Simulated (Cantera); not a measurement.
A closed system holds: 1 mol SiCl4, 0.031 mol HCl, 310 mol H2, equilibrated at 1048 K and 0.00150 bar.

Cantera equilibrium calculation (NASA polynomials, part measured and part estimated; ideal gas, pure solids and liquids). Candidate condensed phases: Si; 19 gas species. The tables' values for SiCl3 are old estimates; treat these amounts as uncertain. The numbers say what is thermodynamically allowed, not how fast it happens.

Base state: H2 0.988, HCl 0.0121, SiCl2 0.000275, SiCl4 3.25e-5, SiHCl3 2.71e-5, SiCl3 2.21e-5 (mole fractions); condensed: Si(s).

What changes in the equilibrium state with this change: H2 from 310 to 41 mol?


```tsv
species	before	after
H2	0.988	0.939
HCl	0.0121	0.0463
SiCl4	3.25e-5	0.00773
SiCl3	2.21e-5	0.00134
SiHCl3	2.71e-5	0.00160
SiCl2	0.000275	0.00425
SiH2Cl2	2.58e-6	3.78e-5
Si(s), mol	0.888	0.363
```
